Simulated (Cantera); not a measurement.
Input: 1 mol Al2O3, 0.049 mol H2, held at 1.00 bar.

Equilibrium computed with Cantera from the NASA thermochemical tables; the gas is ideal and each condensed phase is pure. Candidate condensed phases: Al, Al2O3, H2O; 19 gas species. Gases not in the tables: Al(OH)3. Rates play no part.

Problem. Which condensed phases are stable at each of these points (T (K)): 1575, 1775, 1975, 2175, 2375, 2575, 2775, 2975?

Solution. 
```
T (K)  condensed phases  Al condensed (%)
-----  ----------------  ----------------
1575           Al2O3(s)             100.0
1775           Al2O3(s)             100.0
1975           Al2O3(s)             100.0
2175           Al2O3(s)             100.0
2375           Al2O3(l)             100.0
2575           Al2O3(l)             100.0
2775           Al2O3(l)             100.0
2975           Al2O3(l)              99.9
```

From 1575 K to 2175 K the condensed part is Al2O3(s). From 2375 K to 2975 K the condensed part is Al2O3(l).
